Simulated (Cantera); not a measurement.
Input (Python, Cantera):

```python
import numpy as np
import cantera as ct

gas = ct.Solution("gri30.yaml")
gas.TPX = 323, 1000000, {'CO': 1, 'H2': 0.3, 'O2': 0.691, 'N2': 2.49}
inlet = ct.Reservoir(gas, clone=True)
gas.equilibrate("HP")  # start burning
reactor = ct.IdealGasConstPressureReactor(gas, energy="on", clone=False)
exhaust = ct.Reservoir(gas, clone=True)
tau = [0.031, 0.014, 0.0063, 0.0028, 0.0013, 0.00056, 0.00025, 0.00011, 5e-05, 2.2e-05][0]
for a, b in ((inlet, reactor), (reactor, exhaust)):
    ct.MassFlowController(a, b, mdot=lambda t: reactor.mass / tau)
net = ct.ReactorNet([reactor])
show = ['CO', 'H2', 'O2', 'NO', 'CO2', 'N2O', 'OH']

rows = []
print(f"{'tau/s':>10s}{'T/K':>9s}" + "".join(f"{s:>11s}" for s in show))
for tau in [0.031, 0.014, 0.0063, 0.0028, 0.0013, 0.00056, 0.00025, 0.00011, 5e-05, 2.2e-05]:
    net.initial_time = 0.0
    net.advance(30 * tau)
    before = gas.X
    net.advance(40 * tau)
    drift = np.max(np.abs(gas.X - before) / (gas.X + 1e-9))
    rows.append([gas.T, *gas[show].X, drift])
    print(f"{tau:10.3e}{gas.T:9.1f}" + "".join(f"{x:11.3e}" for x in gas[show].X))
```

Output:

```
     tau/s      T/K         CO         H2         O2         NO        CO2        N2O         OH
 3.100e-02   2461.5  1.851e-02  9.461e-04  1.690e-02  4.716e-03  2.396e-01  8.739e-07  3.388e-03
 1.400e-02   2458.9  1.902e-02  9.716e-04  1.746e-02  4.067e-03  2.391e-01  8.915e-07  3.463e-03
 6.300e-03   2452.7  2.009e-02  1.026e-03  1.843e-02  3.121e-03  2.378e-01  9.297e-07  3.604e-03
 2.800e-03   2438.5  2.225e-02  1.139e-03  1.998e-02  2.070e-03  2.353e-01  1.007e-06  3.852e-03
 1.300e-03   2412.2  2.591e-02  1.337e-03  2.213e-02  1.260e-03  2.311e-01  1.127e-06  4.227e-03
 5.600e-04   2364.2  3.222e-02  1.693e-03  2.543e-02  6.799e-04  2.238e-01  1.293e-06  4.818e-03
 2.500e-04   2297.7  4.054e-02  2.186e-03  2.955e-02  3.620e-04  2.141e-01  1.415e-06  5.495e-03
 1.100e-04   2209.5  5.110e-02  2.831e-03  3.470e-02  1.922e-04  2.018e-01  1.447e-06  6.133e-03
 5.000e-05   2102.8  6.346e-02  3.560e-03  4.073e-02  1.136e-04  1.873e-01  1.402e-06  6.490e-03
 2.200e-05   1957.0  8.068e-02  4.382e-03  4.932e-02  6.929e-05  1.673e-01  1.319e-06  6.231e-03
```

Computed with Cantera and GRI-Mech 3.0 (53 species, 325 reactions). The hydrogen kinetics of GRI-Mech 3.0 are dated; newer H2 mechanisms differ, most at raised pressure.
